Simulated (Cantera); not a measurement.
A freely propagating, adiabatic, planar premixed flame of CH4 : O2 : N2 : H2 = 1 : 1.67 : 5.83 : 0.2 (molar parts), equivalence ratio 1.3, unburnt at 450 K and 390 Torr; mixture-averaged transport, grid criteria slope 0.08 and curve 0.16, no radiation.

Cantera simulation using GRI-Mech 3.0 (53 species, 325 reactions); the numbers are that mechanism's predictions, not measurements. Burning velocities carry a grid error of a few per cent, more on coarse grids.

x: mole fraction of selected species; z is measured from the peak of heat release.

```tsv
z (mm)	T (K)	u (m/s)	x CH4	x O2	x H2	x HCN	x NO	x CO
-1.79	450	0.981	0.115	0.192	0.0238	<1e-8	<1e-8	1.30e-6
-1.19	452	0.986	0.115	0.191	0.0257	<1e-8	<1e-8	2.02e-5
-0.895	459	1.00	0.114	0.191	0.0284	<1e-8	1.65e-8	0.000136
-0.597	532	1.17	0.109	0.186	0.0348	___	2.58e-7	0.00176
-0.298	1004	2.26	0.0771	0.148	0.0458	___	3.53e-6	0.0188
-0.149	1440	3.29	0.0426	0.103	0.0512	___	8.40e-6	0.0417
0	1822	4.21	0.0118	0.0524	0.0518	___	1.71e-5	0.0658
0.149	1999	4.63	0.00141	0.0217	0.0463	___	3.00e-5	0.0730
0.298	2045	4.73	0.000102	0.00980	0.0419	___	4.14e-5	0.0686
0.597	2070	4.77	4.42e-7	0.00449	0.0407	___	5.22e-5	0.0609
1.19	2094	4.81	<1e-8	0.00334	0.0413	___	5.81e-5	0.0572
2.39	2126	4.87	<1e-8	0.00263	0.0411	___	6.27e-5	0.0567
4.77	2166	4.95	<1e-8	0.00182	0.0405	<1e-8	6.93e-5	0.0567
```

**Question.** Some entries are withheld; supply them.

**Answer.** 
- -0.597, x HCN: 1.34e-7
- -0.298, x HCN: 2.34e-6
- -0.149, x HCN: 6.27e-6
- 0, x HCN: 1.32e-5
- 0.149, x HCN: 1.64e-5
- 0.298, x HCN: 1.14e-5
- 0.597, x HCN: 3.62e-6
- 1.19, x HCN: 4.43e-7
- 2.39, x HCN: 1.62e-8
